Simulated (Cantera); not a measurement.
Mixture: CH₄ : O₂ : N₂ = 1 : 2.13 : 8 (molar parts), equivalence ratio 0.94, at 2600000 Pa, adiabatic and at constant volume. Ignition delay is the time to a rise of 400 K.

Model: GRI-Mech 3.0 (53 species, 325 reactions), integrated in Cantera. The pressure lies above the range GRI-Mech 3.0 was tuned for (to about 10 atm).

Task: At T0 = 1300 K, what is the delay, and which 5 reactions control it most (d ln τ / d ln k, from doubling and halving each rate constant)?

Result: The delay is 0.487 ms.
| reaction | d ln τ / d ln k | faster rate |
|---|---|---|
| 2 CH3 (+M) <=> C2H6 (+M) | 0.54 | lengthens it |
| CH3 + HO2 <=> CH3O + OH | -0.45 | shortens it |
| CH3 + O2 <=> CH3O + O | -0.35 | shortens it |
| CH2O + O2 <=> HCO + HO2 | -0.30 | shortens it |
| CH3 + O2 <=> CH2O + OH | -0.25 | shortens it |
